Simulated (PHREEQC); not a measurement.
A made-up water analysis in mg/L, 85 °C, pH 3.29, pe 12.8: Na 240; K 99.4; Ca 106; Mg 6.89; Cl 250; S(6) as SO4 640; Al 8.4; Cu(2) 0.418; N(5) as NO3 16.4.

Valence states are taken as typed.

The numbers come from PHREEQC with the ion-association model, phreeqc.dat.

Precipitation was switched off in this run.

Q: Predict the ionic strength, charge-balance error.

A: ionic strength 0.0248 mol/kgw; charge-balance error 1.1 %.

Q: In which forms is Mg present?

A: MgSO4 52 %, Mg+2 48 % of the Mg.

Constants without temperature data keep their 25 °C values here.
